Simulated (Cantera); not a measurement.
Input (Python, Cantera):

```python
import numpy as np
import cantera as ct

gas = ct.Solution("h2o2.yaml")
gas.TPX = 1175, 190, {'H2': 0.0067, 'O2': 1}
reactor = ct.IdealGasConstPressureReactor(gas, energy="off", clone=False)
net = ct.ReactorNet([reactor])
net.rtol, net.atol = 1e-08, 1e-18
show = ['H2', 'O2', 'HO2', 'H2O2', 'H', 'H2O', 'OH']
times = np.geomspace(0.0003, 100, 14)

steps = ct.SolutionArray(gas, extra=["t"])
rows = []
print(f"{'t/s':>10s}{'T/K':>9s}{'P/Pa':>11s}" + "".join(f"{s:>11s}" for s in show))
for t in times:
    while net.time < t:
        t_next = net.step()
        steps.append(gas.state, t=t_next)
    rows.append([np.interp(t, steps.t, y) for y in (steps.T, steps.P, *steps(*show).X.T)])
    print(f"{t:10.3e}{rows[-1][0]:9.1f}{rows[-1][1]:11.4g}" + "".join(f"{x:11.3e}" for x in rows[-1][2:]))
rate = np.gradient(steps.T, steps.t)
print("integrator steps:", len(steps.t))
if steps.T.max() > steps.T[0] + 200:
    print(f"time of steepest temperature rise: {steps.t[rate.argmax()]:.4e} s")
gas.TPX = 1175, 190, {'H2': 0.0067, 'O2': 1}
gas.equilibrate("TP")
print(f"equilibrium (TP): T = {gas.T:.1f} K  " + "  ".join(f"{s} {gas[s].X[0]:.3e}" for s in show))
```

Result:

```
       t/s      T/K       P/Pa         H2         O2        HO2       H2O2          H        H2O         OH
 3.000e-04   1175.0        190  6.655e-03  9.933e-01  1.602e-10  1.476e-15  1.068e-10  1.617e-12  5.406e-11
 7.979e-04   1175.0        190  6.655e-03  9.933e-01  4.260e-10  1.043e-14  1.767e-10  2.245e-11  2.602e-10
 2.122e-03   1175.0        190  6.655e-03  9.933e-01  1.133e-09  7.357e-14  2.693e-10  2.481e-10  9.924e-10
 5.645e-03   1175.0        190  6.655e-03  9.933e-01  3.014e-09  5.167e-13  5.987e-10  2.496e-09  3.857e-09
 1.501e-02   1175.0        190  6.655e-03  9.933e-01  8.027e-09  3.583e-12  3.507e-09  3.648e-08  2.866e-08
 3.993e-02   1175.0        190  6.650e-03  9.933e-01  2.292e-08  2.458e-11  2.837e-07  3.802e-06  2.409e-06
 1.062e-01   1175.0        190  4.691e-04  9.876e-01  1.669e-07  7.165e-09  3.876e-04  5.498e-03  9.883e-04
 2.825e-01   1175.0        190  1.943e-05  9.871e-01  1.008e-07  1.868e-09  2.192e-04  6.278e-03  4.984e-04
 7.513e-01   1175.0        190  1.865e-05  9.873e-01  9.889e-08  1.863e-09  2.060e-04  6.291e-03  4.885e-04
 1.998e+00   1175.0        190  1.682e-05  9.879e-01  9.420e-08  1.851e-09  1.756e-04  6.322e-03  4.641e-04
 5.315e+00   1175.0        190  1.305e-05  9.892e-01  8.341e-08  1.812e-09  1.189e-04  6.386e-03  4.090e-04
 1.414e+01   1175.0        190  7.454e-06  9.909e-01  6.306e-08  1.685e-09  5.065e-05  6.482e-03  3.094e-04
 3.760e+01   1175.0        190  2.708e-06  9.924e-01  3.651e-08  1.349e-09  1.096e-05  6.573e-03  1.867e-04
 1.000e+02   1175.0        190  6.488e-07  9.931e-01  1.537e-08  7.896e-10  1.278e-06  6.630e-03  9.150e-05
integrator steps: 1034
equilibrium (TP): T = 1175.0 K  H2 1.156e-09  O2 9.933e-01  HO2 1.747e-09  H2O2 5.529e-12  H 9.625e-11  H2O 6.676e-03  OH 3.874e-06
```

Model: the H2/O2 subset of GRI-Mech 3.0, which has no nitrogen chemistry, integrated in Cantera. Radical loss at walls, strong at low pressure, is not modelled.
